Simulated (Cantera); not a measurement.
A perfectly stirred reactor is fed with 3.24 % CO, 0.146 % H₂, 3.08 % CH₄, 19.6 % O₂, 73.9 % N₂, equivalence ratio 0.40, at 0.859 atm; it is adiabatic with a 823 K inlet, and is followed from long to short residence time, starting on the burning branch (τ in s: 0.13, 0.04, 0.012, 0.0039, 0.0012, 0.00039, 0.00012, 3.8e-05, 1.2e-05).

Cantera simulation using GRI-Mech 3.0 (53 species, 325 reactions); the numbers are that mechanism's predictions, not measurements.

Task: Predict: blow-out, bracketed by the residence times tried; x(CO) at τ = 0.130 s; x(H₂) at τ = 0.130 s; x(CH₄) at τ = 0.130 s; x(CO) at τ = 1.20 ms; x(H₂) at τ = 1.20 ms; x(CH₄) at τ = 1.20 ms; x(CH₂CO) at τ = 1.20 ms.

Result: 
| Property | Value |
|---|---|
| blow-out, bracketed by the residence times tried | burning at 0.390 ms, out at 0.120 ms |
| x(CO) at τ = 0.130 s | 0.000361 |
| x(H₂) at τ = 0.130 s | 5.21e-5 |
| x(CH₄) at τ = 0.130 s | 5.32e-6 |
| x(CO) at τ = 1.20 ms | 0.00748 |
| x(H₂) at τ = 1.20 ms | 0.000856 |
| x(CH₄) at τ = 1.20 ms | 0.000108 |
| x(CH₂CO) at τ = 1.20 ms | 8.02e-9 |
